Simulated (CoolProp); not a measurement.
Saturation properties of cis-2-butene (Tc = 435.8 K, pc = 4.236 MPa, ω = 0.202).

Model: reference Helmholtz-energy equation of state, Lemmon 2005, in CoolProp. It is a short technical equation, of lower accuracy than the large ones.

```
T (K)  p (MPa)  liquid density (kg/m³)  vapour Z
-----  -------  ----------------------  --------
309.3   0.3016                   601.9    0.9151
322.6   0.4396                   585.1    0.8906
335.8   0.6187                   567.5    0.8623
349.1   0.8490                   548.6    0.8291
362.4    1.137                   528.2    0.7908
375.6    1.489                   505.9    0.7469
388.9    1.919                   480.7    0.6951
402.1    2.431                   451.5    0.6339
415.4    3.047                   414.6    0.5570
```

It boils at 276.9 K under 1 atm.
